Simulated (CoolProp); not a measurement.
Vapour-liquid equilibrium of propane (1) + R227EA (2) at 0.997 MPa; x and y are mole fractions of (1).

Values from CoolProp's multi-fluid Helmholtz-energy mixture model, Lemmon 2009 and Lemmon 2016; pair parameters Bell 2016.

Task: Give the bubble temperature and the first vapour's composition at x = 0.2, 0.425, 0.725. Is there an azeotrope?

Result: x = 0.2: 309.6 K, y = 0.421; x = 0.425: 301.2 K, y = 0.615; x = 0.725: 297.7 K, y = 0.757. y crosses x between x = 0.725 and 0.8: the model has an azeotrope there.

Pair parameters are fitted to limited data, so mixtures are less certain than the pure fluids.
